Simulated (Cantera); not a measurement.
A closed system holds: 1 mol CuO, 37 mol H₂, 0.52 mol N₂, equilibrated at 1.00 bar.

Equilibrium computed with Cantera from the NASA thermochemical tables; the gas is ideal and each condensed phase is pure. Candidate condensed phases: Cu, CuO, Cu(OH)₂, Cu₂O, H₂O; 27 gas species. Equilibrium is a limit: real reactors are often held back by kinetics, nucleation or transport.

Problem. Which condensed phases are stable at each of these points (T (K)): 773, 873, 973, 1073, 1173, 1273, 1373, 1473, 1573, 1673, 1773, 1873, 1973?

Solution. 
```tsv
T (K)	condensed phases	Cu condensed (%)
773	Cu(s)	100.0
873	Cu(s)	100.0
973	Cu(s)	100.0
1073	Cu(s)	100.0
1173	Cu(s)	100.0
1273	Cu(s)	100.0
1373	Cu(l)	100.0
1473	Cu(l)	100.0
1573	Cu(l)	99.9
1673	Cu(l)	99.6
1773	Cu(l)	98.5
1873	Cu(l)	95.4
1973	Cu(l)	87.3
```

From 773 K to 1273 K the condensed part is Cu(s). From 1373 K to 1973 K the condensed part is Cu(l).
